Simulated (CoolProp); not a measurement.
Vapour-liquid equilibrium of n-pentane (1) + benzene (2) at 311.4 K; x and y are mole fractions of (1).

The numbers come from the multi-fluid Helmholtz-energy mixture model, Thol 2019 and Thol 2012; pair parameters Bell 2016 in CoolProp.

Question: Give the bubble pressure and the first vapour's composition at x = 0.5, 0.725, 0.875. Is there an azeotrope?

Answer: x = 0.5: 0.7550 bar, y = 0.817; x = 0.725: 0.9043 bar, y = 0.901; x = 0.875: 1.004 bar, y = 0.954. No azeotrope shows between x = 0.05 and 0.95.

The pair parameters rest on a limited set of measurements; away from them the model extrapolates.
